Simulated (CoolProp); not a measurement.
Vapour-liquid equilibrium of benzene (1) + toluene (2) at 522.6 K; x and y are mole fractions of (1).

Model: multi-fluid Helmholtz-energy mixture model, Thol 2012 and Lemmon 2006; pair parameters Bell 2016, in CoolProp.

```
x      bubble pressure (MPa)  y at the bubble point  dew pressure at overall composition x (MPa)  liquid density (mol/L)
-----  ---------------------  ---------------------  -------------------------------------------  ----------------------
0.05                   1.715                  0.071                                        1.698                   6.557
0.125                  1.802                  0.171                                        1.762                   6.609
0.2                    1.891                  0.264                                        1.829                   6.661
0.275                  1.982                  0.352                                        1.902                   6.713
0.35                   2.074                  0.434                                        1.980                   6.765
0.425                  2.168                  0.512                                        2.063                   6.817
0.5                    2.265                  0.586                                        2.153                   6.868
0.575                  2.363                  0.656                                        2.250                   6.918
0.65                   2.464                  0.723                                        2.354                   6.968
0.725                  2.566                  0.787                                        2.467                   7.016
0.8                    2.672                  0.848                                        2.589                   7.063
0.875                  2.779                  0.906                                        2.721                   7.108
0.95                   2.889                  0.963                                        2.863                   7.151
```

No azeotrope shows between x = 0.05 and 0.95.

Pair parameters are fitted to limited data, so mixtures are less certain than the pure fluids.
